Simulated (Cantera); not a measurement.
An isothermal, constant-pressure homogeneous reactor starts with CH4 : N2 = 1 : 2.9 (molar parts), at 1325 K and 1.48 atm. Integrator tolerance rtol = 1e-08.

Cantera simulation using GRI-Mech 3.0 (53 species, 325 reactions); the numbers are that mechanism's predictions, not measurements. GRI-Mech 3.0 stops at C3 and has no aromatics, soot or wall deposition, so with more carbon than oxygen in the feed, carbon stays in small species such as C2H2 where larger ones or solid carbon would form.

Task: What does this change do: N2 2.9 to 18 parts?

Result: 
| quantity | before | after |
|---|---|---|
| x(CH4) at 100 s | 0.121 (gas-phase equilibrium 0.110) | 0.0193 (gas-phase equilibrium 0.0109) |
| x(C2H) at 100 s | 7.27e-11 (gas-phase equilibrium 4.11e-11) | 4.05e-11 (gas-phase equilibrium 1.53e-11) |
| x(H2) at 100 s | 0.149 (gas-phase equilibrium 0.166) | 0.0457 (gas-phase equilibrium 0.0587) |
| x(HCN) at 100 s | 2.31e-10 (gas-phase equilibrium 0.0500) | 1.51e-10 (gas-phase equilibrium 0.0279) |
| x(C2H6) at 100 s | 0.000153 (gas-phase equilibrium 0.000113) | 7.41e-6 (gas-phase equilibrium 3.12e-6) |
| x(CH2) at 100 s | 1.85e-11 (gas-phase equilibrium 1.51e-11) | 6.78e-12 (gas-phase equilibrium 4.22e-12) |
